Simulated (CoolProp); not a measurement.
Vapour-liquid equilibrium of R143a (1) + isobutane (2) at 953 kPa; x and y are mole fractions of (1).

Model: multi-fluid Helmholtz-energy mixture model, Lemmon and Jacobsen 2000 and Bücker 2006; pair parameters Bell 2016, in CoolProp.

```csv
x,"bubble temperature, mixture model (K)","bubble temperature, Raoult's law (K)","y, mixture model","y, Raoult's law"
0.05,326.7,332.4,0.213,0.148
0.2,308.0,320.7,0.537,0.458
0.35,299.6,311.8,0.664,0.651
0.5,295.1,304.5,0.737,0.779
0.65,292.0,298.6,0.797,0.870
0.8,289.7,293.5,0.865,0.936
0.95,288.0,289.1,0.958,0.986
```

The largest gap from Raoult's law is -12.7 K in bubble temperature, at x = 0.2. No azeotrope shows between x = 0.05 and 0.95.

Pair parameters are fitted to limited data, so mixtures are less certain than the pure fluids.
